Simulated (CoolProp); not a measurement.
Properties of hexamethyldisiloxane (MM) along the isobar 10900 kPa.

Values from CoolProp's reference Helmholtz-energy equation of state, Thol 2016.

| T (K) | phase | speed of sound (m/s) | Joule-Thomson coefficient (K/MPa) | isothermal compressibility (1/MPa) | expansivity (1/kK) | fugacity coefficient |
|---|---|---|---|---|---|---|
| 262.7 | liquid | 1084 | -0.4756 | 0.001297 | 1.166 | 0.0001707 |
| 282.9 | liquid | 1017 | -0.4541 | 0.001501 | 1.195 | 0.0005832 |
| 303.2 | liquid | 952.3 | -0.4300 | 0.001745 | 1.229 | 0.001634 |
| 323.4 | liquid | 890.9 | -0.4039 | 0.002034 | 1.269 | 0.003874 |
| 343.6 | liquid | 832.1 | -0.3755 | 0.002380 | 1.315 | 0.008063 |
| 363.9 | liquid | 775.7 | -0.3445 | 0.002801 | 1.369 | 0.01513 |
| 384.1 | liquid | 722.1 | -0.3106 | 0.003311 | 1.430 | 0.02592 |
| 404.4 | liquid | 670.5 | -0.2728 | 0.003939 | 1.499 | 0.04135 |
